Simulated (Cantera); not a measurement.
Input (Python, Cantera) and output of one run.

```python
import numpy as np
import cantera as ct

gas_names = [...]  # 113 gases of nasa_gas.yaml made of C, H, O, Pb
cond_names = """
    C(gr) C6H6(L) C7H8(L) C8H18(L),n-octa H2O(s) H2O(L) Pb(cr) Pb(L) PbO(rd) PbO(yw) PbO(L) PbO2(s)
    Pb3O4(s)
""".split()


# ... load() reads the species with a 1 bar reference pressure and builds the phases ...
atoms = {
    'PbO': {'Pb': 1, 'O': 1},
    'CO': {'C': 1, 'O': 1},
    'H2': {'H': 2},
}
top_T = {'C(gr)': 4500, 'Pb3O4(s)': 820}  # K; cautious upper limits of use, not melting points


# ... equilibrate(T, P, feed) seeds the gas with the atoms and calls Mixture.equilibrate('TP', solver="vcs", rtol=1e-11, max_steps=5000) ...
results = []
T = 800  # K
P = 1200  # Pa
for m in [0.4, 0.58, 0.84, 1.2, 1.7, 2.5, 3.6, 5.2, 7.5, 11]:
    feed = {'PbO': 1, 'CO': 1.4, 'H2': m}  # mol
    mix = equilibrate(T, P, feed)
    results.append((T, P, feed, dict(zip(mix.species_names, mix.species_moles))))

top = {s: max(r[3][s] / sum(r[3][g] for g in gas_names) for r in results) for s in gas_names}
cols = sorted((s for s in top if top[s] > 0.001), key=lambda s: -top[s])[:5]
seen = [c for c in cond_names if any(r[3].get(c, 0) > 1e-12 for r in results)]
print("log10 of partial pressures in bar; condensed amounts in mol")
print(f"{'n(H2)':>10s}" + "".join(f"{s[:9]:>10s}" for s in cols + seen))
for T, P, feed, n in results:
    ng = sum(n[g] for g in gas_names)
    print(f"{feed['H2']:10.4g}" + "".join(f"{np.log10(max(n[s] / ng * P / 1e5, 1e-99)):10.3f}" for s in cols)
          + "".join(f"{n.get(c, 0):10.4g}" for c in seen))
```

Result:

```
log10 of partial pressures in bar; condensed amounts in mol
     n(H2)        H2       CO2        CO       H2O       CH4     Pb(L)
       0.4    -2.723    -2.229    -2.464    -3.113    -6.021         1
      0.58    -2.589    -2.290    -2.474    -3.030    -5.713         1
      0.84    -2.466    -2.368    -2.493    -2.967    -5.427         1
       1.2    -2.361    -2.462    -2.521    -2.928    -5.179         1
       1.7    -2.272    -2.575    -2.560    -2.912    -4.966         1
       2.5    -2.189    -2.722    -2.618    -2.918    -4.769         1
       3.6    -2.125    -2.885    -2.689    -2.947    -4.620         1
       5.2    -2.074    -3.071    -2.775    -2.996    -4.504         1
       7.5    -2.035    -3.277    -2.875    -3.062    -4.419         1
        11    -2.003    -3.513    -2.994    -3.148    -4.359    0.9999
```

Cantera equilibrium calculation (NASA polynomials, part measured and part estimated; ideal gas, pure solids and liquids).
